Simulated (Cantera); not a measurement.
Equilibrium for halide evaporation, hydrolysis and transport: CsCl + H2O + N2 + O2

Feed: 1 mol CsCl, 14 mol H2O, 150 mol N2, 5.1 mol O2, held at 1.00 bar.

Cantera equilibrium calculation (NASA polynomials, part measured and part estimated; ideal gas, pure solids and liquids). Candidate condensed phases: Cs, CsCl, CsOH, H2O, NH4Cl; 37 gas species. The numbers say what is thermodynamically allowed, not how fast it happens.

```json
[
 {"T (K)": "1075", "x N2": "0.883", "x H2O": "0.0824", "x O2": "0.0300", "x CsCl": "0.00284", "n CsCl(l)": "0.0629"},
 {"T (K)": "1125", "x N2": "0.883", "x H2O": "0.0824", "x O2": "0.0300", "x CsCl": "0.00383", "n CsCl(l)": "0"},
 {"T (K)": "1175", "x N2": "0.882", "x H2O": "0.0823", "x O2": "0.0300", "x CsCl": "0.00455", "n CsCl(l)": "0"},
 {"T (K)": "1225", "x N2": "0.882", "x H2O": "0.0823", "x O2": "0.0299", "x CsCl": "0.00506", "n CsCl(l)": "0"},
 {"T (K)": "1275", "x N2": "0.882", "x H2O": "0.0823", "x O2": "0.0299", "x CsCl": "0.00537", "n CsCl(l)": "0"},
 {"T (K)": "1325", "x N2": "0.882", "x H2O": "0.0822", "x O2": "0.0299", "x CsCl": "0.00555", "n CsCl(l)": "0"},
 {"T (K)": "1375", "x N2": "0.882", "x H2O": "0.0822", "x O2": "0.0299", "x CsCl": "0.00564", "n CsCl(l)": "0"},
 {"T (K)": "1425", "x N2": "0.882", "x H2O": "0.0822", "x O2": "0.0298", "x CsCl": "0.00568", "n CsCl(l)": "0"},
 {"T (K)": "1475", "x N2": "0.882", "x H2O": "0.0822", "x O2": "0.0298", "x CsCl": "0.00569", "n CsCl(l)": "0"},
 {"T (K)": "1525", "x N2": "0.882", "x H2O": "0.0821", "x O2": "0.0297", "x CsCl": "0.00568", "n CsCl(l)": "0"},
 {"T (K)": "1575", "x N2": "0.881", "x H2O": "0.0821", "x O2": "0.0296", "x CsCl": "0.00567", "n CsCl(l)": "0"},
 {"T (K)": "1625", "x N2": "0.881", "x H2O": "0.0820", "x O2": "0.0295", "x CsCl": "0.00564", "n CsCl(l)": "0"}
]
```
x: gas mole fraction; n: condensed amount in mol.

At 1075 K the condensed part is CsCl(l). From 1125 K to 1625 K nothing is condensed. The main Cs-bearing gas is CsCl throughout.
